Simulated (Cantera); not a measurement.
Standard-state values (1 bar) from the NASA 1993 polynomials, evaluated with Cantera. Values are per mole of reaction as written; species without (g) are pure solids or liquids, kept so even where they would boil at 1 bar.

Between 823 and 1498 K, where is each reaction favourable under standard conditions?
- CuF2(g) + CF2(g) → Cu + CF4(g)


- CuF2(g) + CF2(g) → Cu + CF4(g): ΔG° is -310 kJ at 823 K and -176 kJ at 1498 K; it stays negative (K > 1). ΔH° is -454 kJ and ΔS° -186 J/K at 1498 K.
